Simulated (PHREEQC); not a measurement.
## Hard or scaling water

Make-up at 20 °C: 0.00139 mol CaSO4 and 0.00014 mol CO2 per kg of water. Closed to the air; pH follows from the charge balance.

Computed with PHREEQC (ion-association model, wateq4f.dat).

```json
{
  "pH": "5.14",
  "ionic_strength": "0.00493 mol/kgw"
}
```

```tsv
species	molality	activity	log γ
Ca+2	0.00123	0.000919	-0.127
SO4-2	0.00123	0.000916	-0.128
CaSO4	0.000160	0.000160	0.000
CO2	0.000132	0.000132	0.000
HCO3-	8.21e-6	7.63e-6	-0.032
H+	7.67e-6	7.17e-6	-0.029
HSO4-	6.18e-7	5.74e-7	-0.032
CaHCO3+	8.83e-8	8.22e-8	-0.031
```

Precipitation was switched off in this run. Complexes and solids missing from the database can't appear.
